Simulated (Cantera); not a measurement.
A Cantera script and its output.

```python
import numpy as np
import cantera as ct

gas = ct.Solution("gri30.yaml")
gas.TPX = 1425, 490000, {'CH4': 1, 'O2': 1.33, 'N2': 10.4, 'H2O': 0.9}
reactor = ct.IdealGasConstPressureReactor(gas, energy="on", clone=False)
net = ct.ReactorNet([reactor])
net.rtol, net.atol = 1e-08, 1e-16
show = ['CH4', 'O2', 'CO', 'CH2O', 'CH2']
times = np.geomspace(1e-06, 3, 12)

steps = ct.SolutionArray(gas, extra=["t"])
rows = []
print(f"{'t/s':>10s}{'T/K':>9s}{'P/Pa':>11s}" + "".join(f"{s:>11s}" for s in show))
for t in times:
    while net.time < t:
        t_next = net.step()
        steps.append(gas.state, t=t_next)
    rows.append([np.interp(t, steps.t, y) for y in (steps.T, steps.P, *steps(*show).X.T)])
    print(f"{t:10.3e}{rows[-1][0]:9.1f}{rows[-1][1]:11.4g}" + "".join(f"{x:11.3e}" for x in rows[-1][2:]))
rate = np.gradient(steps.T, steps.t)
print("integrator steps:", len(steps.t))
if steps.T.max() > steps.T[0] + 200:
    print(f"time of steepest temperature rise: {steps.t[rate.argmax()]:.4e} s")
gas.TPX = 1425, 490000, {'CH4': 1, 'O2': 1.33, 'N2': 10.4, 'H2O': 0.9}
gas.equilibrate("HP")
print(f"equilibrium (HP): T = {gas.T:.1f} K  " + "  ".join(f"{s} {gas[s].X[0]:.3e}" for s in show))
```

Result:

```
       t/s      T/K       P/Pa        CH4         O2         CO       CH2O        CH2
 1.000e-06   1425.0    4.9e+05  7.337e-02  9.758e-02  9.607e-14  4.636e-10  2.070e-15
 3.880e-06   1425.0    4.9e+05  7.337e-02  9.758e-02  4.360e-12  7.839e-09  1.863e-14
 1.505e-05   1425.0    4.9e+05  7.337e-02  9.758e-02  2.837e-10  1.449e-07  3.214e-13
 5.841e-05   1425.0    4.9e+05  7.335e-02  9.757e-02  3.224e-08  3.485e-06  9.200e-12
 2.266e-04   1425.4    4.9e+05  7.321e-02  9.750e-02  4.015e-06  5.834e-05  8.519e-11
 8.793e-04   1430.4    4.9e+05  7.191e-02  9.675e-02  2.027e-04  4.299e-04  3.920e-10
 3.412e-03   2238.5    4.9e+05  8.906e-12  4.204e-06  4.435e-02  4.294e-09  5.164e-14
 1.324e-02   2238.5    4.9e+05  8.755e-12  4.180e-06  4.435e-02  4.294e-09  5.052e-14
 5.136e-02   2238.5    4.9e+05  8.762e-12  4.178e-06  4.435e-02  4.294e-09  5.055e-14
 1.993e-01   2238.5    4.9e+05  8.765e-12  4.178e-06  4.435e-02  4.295e-09  5.056e-14
 7.732e-01   2238.5    4.9e+05  8.765e-12  4.178e-06  4.435e-02  4.295e-09  5.056e-14
 3.000e+00   2238.5    4.9e+05  8.765e-12  4.178e-06  4.435e-02  4.295e-09  5.056e-14
integrator steps: 2136
time of steepest temperature rise: 2.2429e-03 s
equilibrium (HP): T = 2238.5 K  CH4 9.963e-12  O2 4.178e-06  CO 4.435e-02  CH2O 4.295e-09  CH2 5.659e-14
```

Detailed kinetics in Cantera: GRI-Mech 3.0 (53 species, 325 reactions).
